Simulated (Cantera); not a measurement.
Cantera with NASA thermochemical tables; ideal gases at 1 bar, condensed phases pure. Values are per mole of reaction as written; species without (g) are pure solids or liquids, kept so even where they would boil at 1 bar.

V2O3 ⇌ O3(g) + 2 V

```csv
T (K),ΔH° (kJ),ΔS° (J/K),ΔG° (kJ),log10 K,condensed phases
1500,(withheld),(withheld),(withheld),(withheld),"V2O3(s), V(s)"
1650,1329.9,161.2,1064.0,-33.68,"V2O3(s), V(s)"
1800,1326.4,159.2,1039.9,-30.18,"V2O3(s), V(s)"
1950,1323.3,157.5,1016.2,-27.22,"V2O3(s), V(s)"
2100,1320.5,156.1,992.7,-24.69,"V2O3(s), V(s)"
2250,1364.1,176.0,968.1,-22.47,"V2O3(s), V(l)"
2400,1246.7,125.8,944.7,-20.56,"V2O3(l), V(l)"
2550,(withheld),(withheld),(withheld),(withheld),"V2O3(l), V(l)"
2700,1251.8,127.8,906.7,-17.54,"V2O3(l), V(l)"
2850,(withheld),(withheld),(withheld),(withheld),"V2O3(l), V(l)"
3000,1258.6,130.2,868.0,-15.11,"V2O3(l), V(l)"
```

Problem. What belongs in the gaps?

Solution. 
- 1500, ΔH° (kJ): 1333.5
- 1500, ΔS° (J/K): 163.5
- 1500, ΔG° (kJ): 1088.3
- 1500, log10 K: -37.90
- 2550, ΔH° (kJ): 1249.0
- 2550, ΔS° (J/K): 126.7
- 2550, ΔG° (kJ): 925.8
- 2550, log10 K: -18.96
- 2850, ΔH° (kJ): 1255.0
- 2850, ΔS° (J/K): 129.0
- 2850, ΔG° (kJ): 887.4
- 2850, log10 K: -16.26
